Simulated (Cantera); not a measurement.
A perfectly stirred reactor is fed with CH4 : CO : O2 : N2 = 1 : 0.04 : 2.24 : 8.44 (molar parts), equivalence ratio 0.90, at 1.68 atm; it is adiabatic with a 625 K inlet, and is followed from long to short residence time, starting on the burning branch (τ in s: 0.41, 0.14, 0.045, 0.015, 0.0049, 0.0016, 0.00053, 0.00017, 5.8e-05).

Model: GRI-Mech 3.0 (53 species, 325 reactions), integrated in Cantera.

| quantity | before | after |
|---|---|---|
| blow-out, bracketed by the residence times tried | burning at 58.0 µs, the shortest tried | burning at 58.0 µs, the shortest tried |
| x(CH4) at τ = 0.410 s | 3.27e-7 | 5.95e-7 |
| x(CO) at τ = 0.410 s | 0.00643 | 0.00338 |
| x(O2) at τ = 0.410 s | 0.0194 | 0.0188 |
| x(NO) at τ = 0.410 s | 0.00428 | 0.00256 |
| x(H2) at τ = 0.410 s | 0.00227 | 0.00124 |
| x(CH4) at τ = 4.90 ms | 1.87e-5 | 2.63e-5 |
| x(CO) at τ = 4.90 ms | 0.0101 | 0.00808 |
| x(O2) at τ = 4.90 ms | 0.0232 | 0.0226 |
| x(NO) at τ = 4.90 ms | 0.000668 | 0.000287 |
| x(H2) at τ = 4.90 ms | 0.00361 | 0.00299 |

Question: Name the change that produced these shifts.
A. N2 8.44 to 5.7 parts
B. inlet temperature 625 to 423 K
C. inlet temperature 625 to 575 K
D. pressure from 1.68 atm to 0.563 atm

Answer: B, inlet temperature 625 to 423 K
